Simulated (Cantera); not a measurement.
Input: 1 mol Si(CH3)4, 0.072 mol HCl, 3.4 mol H2, held at 1300 Pa.

Equilibrium computed with Cantera from the NASA thermochemical tables; the gas is ideal and each condensed phase is pure. Candidate condensed phases: C, C6H6, C7H8, C8H18, Si, SiC; 109 gas species. Kinetics and transport are ignored.

Question: At 1502 °C, list the 6 most abundant gas species with their mole fractions, and the condensed phases.

Answer: H2 0.990, HCl 0.00757, H 0.00253, C2H2 (acetylene) 0.000141, Cl 1.48e-5, CH4 1.07e-5. Condensed: C(graphite) + SiC(s).
